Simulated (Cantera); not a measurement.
Cantera run:

```python
import numpy as np
import cantera as ct

gas_names = """
    C CN CO CO2 C2 CCN CNC C2N2 C2O C3 C3O2 C4 C4N2 C5 N NCO NO NO2 NO3 N2 N2O O O2 O3 Si SiC SiC2 SiN
    SiO SiO2 Si2 Si2C Si2N Si3
""".split()
cond_names = """
    C(gr) Si(cr) Si(L) SiC(b) SiO2(Lqz) SiO2(hqz) SiO2(L) Si2N2O(s) Si3N4(a)
""".split()


def load(file, names, dense=False):
    # The tables refer to 1 bar. Condensed volumes are neglected.
    table = {s.name: s for s in ct.Species.list_from_file(file)}
    out = []
    for n in names:
        d = dict(table[n].input_data)
        d["thermo"] = dict(d["thermo"], **{"reference-pressure": 1e5})
        if dense:
            d["equation-of-state"] = {"model": "constant-volume", "density": "1e6 g/cm^3"}
        out.append(ct.Species.from_dict(d))
    return out


gas = ct.Solution(thermo="ideal-gas", species=load("nasa_gas.yaml", gas_names))
cond = {s.name: ct.Solution(thermo="fixed-stoichiometry", species=[s], name=s.name)
        for s in load("nasa_condensed.yaml", cond_names, dense=True)}
atoms = {
    'Si3N4': {'Si': 3, 'N': 4},
    'O2': {'O': 2},
    'N2': {'N': 2},
    'CO2': {'C': 1, 'O': 2},
}
top_T = {'C(gr)': 4500, 'SiC(b)': 3050, 'Si2N2O(s)': 2100, 'Si3N4(a)': 2400}  # K; cautious upper limits of use, not melting points


def equilibrate(T, P, feed):
    n = {}
    for name, mol in feed.items():
        for a, k in atoms[name].items():
            n[a] = n.get(a, 0.0) + k * mol
    gas.TPX = T, P, n
    mass = sum(n.values()) * gas.mean_molecular_weight
    gas.equilibrate("TP")
    valid = [c for c in cond.values() if c.min_temp <= T <= top_T.get(c.name, c.max_temp)]
    mix = ct.Mixture([(gas, mass / gas.mean_molecular_weight)] + [(c, 0.0) for c in valid])
    mix.T, mix.P = T, P
    mix.equilibrate("TP", solver="vcs", rtol=1e-11, max_steps=5000)
    return mix


results = []
T = 1125  # K
P = 0.11  # Pa
for m in [2.2, 4.2, 7.9, 15, 29, 54, 100, 200]:
    feed = {'Si3N4': 1, 'O2': 2.9, 'N2': m, 'CO2': 0.27}  # mol
    mix = equilibrate(T, P, feed)
    results.append((T, P, feed, dict(zip(mix.species_names, mix.species_moles))))

top = {s: max(r[3][s] / sum(r[3][g] for g in gas_names) for r in results) for s in gas_names}
cols = sorted((s for s in top if top[s] > 0.001), key=lambda s: -top[s])[:7]
seen = [c for c in cond_names if any(r[3].get(c, 0) > 1e-12 for r in results)]
print("log10 of partial pressures in bar; condensed amounts in mol")
print(f"{'n(N2)':>10s}" + "".join(f"{s[:9]:>10s}" for s in cols + seen))
for T, P, feed, n in results:
    ng = sum(n[g] for g in gas_names)
    print(f"{feed['N2']:10.4g}" + "".join(f"{np.log10(max(n[s] / ng * P / 1e5, 1e-99)):10.3f}" for s in cols)
          + "".join(f"{n.get(c, 0):10.4g}" for c in seen))
```

It prints:

```
log10 of partial pressures in bar; condensed amounts in mol
     n(N2)        N2        CO       CO2 SiO2(hqz)
       2.2    -5.986    -7.308    -7.764         3
       4.2    -5.977    -7.468    -7.924         3
       7.9    -5.970    -7.665    -8.121         3
        15    -5.965    -7.895    -8.351         3
        29    -5.962    -8.153    -8.609         3
        54    -5.961    -8.408    -8.864         3
       100    -5.960    -8.667    -9.123         3
       200    -5.959    -8.964    -9.419         3
```

These are equilibrium values from Cantera (NASA tables, ideal gas, pure condensed phases), not measurements of a reactor.
